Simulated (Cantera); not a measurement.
A closed system holds: 1 mol Cu, 4.5 mol F2, 5.2 mol N2, at 600 K and 930 Pa.

Equilibrium computed with Cantera from the NASA thermochemical tables; the gas is ideal and each condensed phase is pure. Candidate condensed phases: Cu, CuF2; 11 gas species. Equilibrium is a limit: real reactors are often held back by kinetics, nucleation or transport.

Question: What is the equilibrium state?

Answer: 
```json
{
 "x(N2)": "0.631",
 "x(NF3)": "0.347",
 "x(F2)": "0.0217",
 "x(F)": "0.000215",
 "n(CuF2(s))": "1.00 mol",
 "gas_amount": "6.461 mol",
 "log10 activity of Cu(s) (absent)": "-35.08"
}
```
